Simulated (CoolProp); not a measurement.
Vapour-liquid equilibrium of dimethyl ether (1) + 1-butene (2) at 318.6 K; x and y are mole fractions of (1).

The numbers come from the multi-fluid Helmholtz-energy mixture model, Wu 2011 and Lemmon 2005; pair parameters Bell 2016 in CoolProp.

Task: Give the bubble pressure and the first vapour's composition at x = 0.2, 0.875, 0.95. Is there an azeotrope?

Result: x = 0.2: 6.572 bar, y = 0.329; x = 0.875: 9.776 bar, y = 0.911; x = 0.95: 10.05 bar, y = 0.964. No azeotrope shows between x = 0.05 and 0.95.

Pair parameters are fitted to limited data, so mixtures are less certain than the pure fluids.
